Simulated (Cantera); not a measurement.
A closed system holds: 1 mol Nb, 13 mol N2O, 24 mol N2, equilibrated at 2675 K and 290 Pa.

Equilibrium computed with Cantera from the NASA thermochemical tables; the gas is ideal and each condensed phase is pure. Candidate condensed phases: Nb, NbO, NbO2, Nb2O5; 12 gas species. Kinetics and transport are ignored.

Base state: N2 0.788, O 0.130, O2 0.0463, NbO2 0.0214, NO 0.0144, NbO 9.81e-5, N 2.19e-5 (mole fractions); condensed: gas only.

**Question.** What changes in the equilibrium state with this change: N2 from 24 to 76 mol?

**Answer.** 
| species | before | after |
|---|---|---|
| N2 | 0.788 | 0.894 |
| O | 0.130 | 0.0730 |
| O2 | 0.0463 | 0.0147 |
| NbO2 | 0.0214 | 0.0100 |
| NO | 0.0144 | 0.00863 |
| NbO | 9.81e-5 | 8.14e-5 |
| N | 2.19e-5 | 2.34e-5 |
